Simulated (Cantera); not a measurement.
Charge: 1 mol SiC, 0.17 mol H2O, 3.4 mol H2, 0.18 mol CO2, equilibrated at 1330 Pa.

Cantera equilibrium calculation (NASA polynomials, part measured and part estimated; ideal gas, pure solids and liquids). Candidate condensed phases: C, C6H6, C7H8, C8H18, H2O, Si, SiC, SiO2; 123 gas species. Gases not in the tables: Si2H6 and higher silanes. Rates play no part.

Over these rows the condensed part is SiC(s). Partial pressures as log10 of bar:

```tsv
T (K)	1000/T (1/K)	log p Si2C	log p H2	log p CO	log p SiO
1748	0.5721	-8.65	-1.94	-2.94	-3.25
1798	0.5562	?	-1.94	-2.94	-3.25
1848	0.5411	-7.65	-1.94	-2.94	-3.25
1898	0.5269	-7.19	-1.94	-2.94	-3.25
1948	0.5133	-6.75	-1.94	-2.94	-3.25
1998	0.5005	-6.34	-1.94	-2.94	-3.26
```

**Question.** Fit log p(Si2C) = a + b·(1000/T) to the five rows, give the apparent enthalpy, and predict the row at 1798 K.

**Answer.** Means: 1000/T = 0.5308, log p = -7.316. Sxy = -0.098504, Sxx = 0.0030513, so b = -32.28 and a = -7.316 − (-32.28)×0.5308 = 9.82.
Apparent enthalpy: −19.145 × (-32.28) = 618 kJ/mol. With the condensed phases at unit activity, 3/2 SiC(s) + 1/2 SiO(g) = Si2C(g) + 1/2 CO(g) links this pressure to the main gases: over the six rows their terms move log p by -0.00 in all, so the slope is close to that reaction's ΔH°. The five rows lie within 0.01 of the line.
Prediction at 1798 K: 9.82 + (-32.28)×0.5562 = -8.13. The computed value is -8.14, 0.01 from the line.
